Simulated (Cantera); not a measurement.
Input (Python, Cantera):

```python
import numpy as np
import cantera as ct

gas = ct.Solution("gri30.yaml")
gas.TPX = 1600, 500000, {'CH4': 1, 'H2': 0.061, 'O2': 6.77, 'N2': 25.4}
reactor = ct.IdealGasConstPressureReactor(gas, energy="on", clone=False)
net = ct.ReactorNet([reactor])
net.rtol, net.atol = 1e-08, 1e-16
show = ['CH4', 'H2', 'O2', 'CH2', 'NO', 'C2H6']
times = np.geomspace(3e-06, 10, 10)

steps = ct.SolutionArray(gas, extra=["t"])
rows = []
print(f"{'t/s':>10s}{'T/K':>9s}{'P/Pa':>11s}" + "".join(f"{s:>11s}" for s in show))
for t in times:
    while net.time < t:
        t_next = net.step()
        steps.append(gas.state, t=t_next)
    rows.append([np.interp(t, steps.t, y) for y in (steps.T, steps.P, *steps(*show).X.T)])
    print(f"{t:10.3e}{rows[-1][0]:9.1f}{rows[-1][1]:11.4g}" + "".join(f"{x:11.3e}" for x in rows[-1][2:]))
rate = np.gradient(steps.T, steps.t)
print("integrator steps:", len(steps.t))
if steps.T.max() > steps.T[0] + 200:
    print(f"time of steepest temperature rise: {steps.t[rate.argmax()]:.4e} s")
gas.TPX = 1600, 500000, {'CH4': 1, 'H2': 0.061, 'O2': 6.77, 'N2': 25.4}
gas.equilibrate("HP")
print(f"equilibrium (HP): T = {gas.T:.1f} K  " + "  ".join(f"{s} {gas[s].X[0]:.3e}" for s in show))
```

It prints:

```
       t/s      T/K       P/Pa        CH4         H2         O2        CH2         NO       C2H6
 3.000e-06   1600.0      5e+05  3.009e-02  1.836e-03  2.037e-01  3.079e-12  3.674e-14  1.391e-09
 1.592e-05   1600.0      5e+05  3.004e-02  1.835e-03  2.037e-01  2.228e-10  7.493e-13  6.259e-07
 8.446e-05   1996.9      5e+05  4.524e-06  1.284e-03  1.476e-01  1.314e-07  1.017e-06  7.323e-12
 4.481e-04   2237.2      5e+05  8.178e-19  1.038e-04  1.418e-01  6.257e-18  7.375e-05  6.390e-35
 2.378e-03   2236.7      5e+05  4.606e-22  1.035e-04  1.417e-01 -2.479e-21  3.119e-04  1.060e-39
 1.262e-02   2234.1      5e+05  7.353e-22  1.021e-04  1.411e-01 -9.931e-23  1.510e-03 -3.972e-40
 6.694e-02   2224.2      5e+05  8.142e-22  9.701e-05  1.388e-01  1.270e-21  6.039e-03  2.102e-40
 3.552e-01   2214.9      5e+05  6.923e-22  9.240e-05  1.367e-01  1.007e-21  1.029e-02  1.562e-40
 1.885e+00   2214.7      5e+05  6.901e-22  9.231e-05  1.367e-01  1.003e-21  1.037e-02  1.553e-40
 1.000e+01   2214.7      5e+05  6.901e-22  9.231e-05  1.367e-01  1.003e-21  1.037e-02  1.553e-40
integrator steps: 1645
time of steepest temperature rise: 8.2204e-05 s
equilibrium (HP): T = 2214.7 K  CH4 1.069e-21  H2 9.231e-05  O2 1.367e-01  CH2 2.423e-21  NO 1.037e-02  C2H6 2.713e-40
```

Detailed kinetics in Cantera: GRI-Mech 3.0 (53 species, 325 reactions).
